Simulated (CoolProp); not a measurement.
A single-stage vapour-compression cycle with R152A: evaporating at 254.15 K (dew point), condensing at 314.15 K (bubble point), superheat 5 K, subcooling 8 K, compressor efficiency 0.75, no pressure losses. Each further row changes one setting.

Computed with CoolProp (reference Helmholtz-energy equation of state, Outcalt 1996). It is a modified Benedict-Webb-Rubin equation, recast in Helmholtz form.

```json
[
 {"case": "as stated", "cooling COP": "2.61", "pressure ratio": "7.42", "discharge temperature (K)": "358.5", "refrigerating effect (kJ/kg)": "240", "volumetric capacity (kJ/m³)": "972"},
 {"case": "evaporating temperature 259.15 K", "cooling COP": "2.96", "pressure ratio": "6.03", "discharge temperature (K)": "353.9", "refrigerating effect (kJ/kg)": "244", "volumetric capacity (kJ/m³)": "1200"},
 {"case": "condensing temperature 309.15 K", "cooling COP": "2.92", "pressure ratio": "6.48", "discharge temperature (K)": "351.4", "refrigerating effect (kJ/kg)": "249", "volumetric capacity (kJ/m³)": "1010"},
 {"case": "subcooling 13 K", "cooling COP": "2.71", "pressure ratio": "7.42", "discharge temperature (K)": "358.5", "refrigerating effect (kJ/kg)": "249", "volumetric capacity (kJ/m³)": "1010"},
 {"case": "superheat 15 K", "cooling COP": "2.60", "pressure ratio": "7.42", "discharge temperature (K)": "369.4", "refrigerating effect (kJ/kg)": "250", "volumetric capacity (kJ/m³)": "969"},
 {"case": "compressor efficiency 0.65", "cooling COP": "2.26", "pressure ratio": "7.42", "discharge temperature (K)": "369.3", "refrigerating effect (kJ/kg)": "240", "volumetric capacity (kJ/m³)": "972"}
]
```
